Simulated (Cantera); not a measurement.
A closed system holds: 1 mol H₂O, 1.5 mol H₂, held at 0.120 bar.

These are equilibrium values from Cantera (NASA tables, ideal gas, pure condensed phases), not measurements of a reactor. Candidate condensed phases: H₂O; 22 gas species. Ions and electrons are included (thermal ionisation). The numbers say what is thermodynamically allowed, not how fast it happens. All values below are at 3727 °C.

Base state: H 0.797, O 0.160, H₂ 0.0300, OH 0.0107, O₂ 0.00138, H₂O 0.000690 (mole fractions); condensed: gas only.

Problem. What changes in the equilibrium state with this change: H₂O replaced by SF₆?

Solution. 
```csv
species,before,after
F,0,0.530
HF,0,0.178
H,0.797,0.173
O,0.160,0
S,0,0.117
OH,0.0107,0
H₂,0.0300,0.00141
O₂,0.00138,0
H₂O,0.000690,0
SH,0,0.000424
S₂,0,0.000314
```
Further candidate phases: S.
